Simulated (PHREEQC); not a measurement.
Consider water at 70 °C with 61 mmol/kgw KH2PO4, 35 mmol/kgw K2HPO4 and 2.5 mmol/kgw NaCl. Closed to the air; pH follows from the charge balance.

Equilibrium calculation in PHREEQC: ion-association model, phreeqc.dat.

**Question.** The ionic strength comes out as 0.164 mol/kgw. What activity coefficients do H2PO4-, HPO4-2, NaHPO4-, Na+, KHPO4- get?

**Answer.** H2PO4- 0.74, HPO4-2 0.29, NaHPO4- 0.74, Na+ 0.74, KHPO4- 0.74.

This is a speciation only: nothing precipitates in the calculation. At this temperature some constants are extrapolated from 25 °C, and those without enthalpy data are left unchanged.
